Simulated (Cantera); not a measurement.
Thermodynamics of abatement and gas-phase synthesis, feed CS₂ + H₂O

Charge: 1 mol CS₂, 0.094 mol H₂O, equilibrated at 852 °C.

These are equilibrium values from Cantera (NASA tables, ideal gas, pure condensed phases), not measurements of a reactor. Candidate condensed phases: C, C₆H₆, C₇H₈, C₈H₁₈, H₂O, H₂SO₄, S; 123 gas species. The ideal-gas law is rough above about 30 bar. Gases not in the tables: S₃ to S₇. Equilibrium is a limit: real reactors are often held back by kinetics, nucleation or transport.

```tsv
P (Pa)	log p CS₂	log p H₂S	log p COS	log p S₂	log p CO	log p H₂	log p CO₂	n C(graphite)	n S(l)
10	-4.14	-6.03	-7.47	-4.97	-5.10	-5.15	-11.44	0.0394	0
200	-2.83	-4.22	-5.52	-3.67	-3.80	-4.00	-8.84	0.0506	0
3900	-1.55	-2.64	-3.61	-2.38	-2.53	-3.06	-6.30	0.0673	0
77000	-0.25	-1.23	-1.76	-1.08	-1.33	-2.30	-3.90	0.0834	0
1500000	1.04	0.09	-0.11	0.20	-0.33	-1.62	-1.89	0.100	0
30000000	2.15	1.85	1.72	1.32	0.95	-0.42	0.67	0.726	1.39
```
log p: log10 of the partial pressure in bar; n: condensed amount in mol.

From 0.0750 Torr to 11300 Torr the condensed part is C(graphite). At 225000 Torr the condensed part is C(graphite) + S(l). The main C-bearing gas is CS₂ throughout. The share of C in condensed phases is highest at 225000 Torr (72.6 %) and lowest at 0.0750 Torr (3.9 %).
